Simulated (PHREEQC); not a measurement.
Solution (70 °C): 0.095 mol/kgw HF, 0.00025 mol/kgw (CH3)4NF and 0.056 mol/kgw H2SiF6. Closed to the air; pH follows from the charge balance.

All values are PHREEQC results (ion-association model, phreeqc.dat), not measurements.

| Quantity | Result |
|---|---|
| pH | 1.05 |
| ionic strength | 0.169 mol/kgw |
| density | 0.984 g/cm³ |
| total alkalinity | -431 meq/kg |

```tsv
species	molality	activity	log γ
H+	0.112	0.0888	-0.102
HF	0.0945	0.0982	0.017
SiF6-2	0.0560	0.0161	-0.542
F-	0.000438	0.000307	-0.154
(CH3)4N+	0.000250	0.000178	-0.148
HF2-	0.000180	0.000132	-0.134
H4SiO4	7.01e-6	7.28e-6	0.017
```

This is a speciation only: nothing precipitates in the calculation. (CH3)4N+ isn't in the database: it is added as a free cation with an ion size of 4 Å. At this temperature some constants are extrapolated from 25 °C, and those without enthalpy data are left unchanged. SiF6-2 is the database's only silicon fluoride.
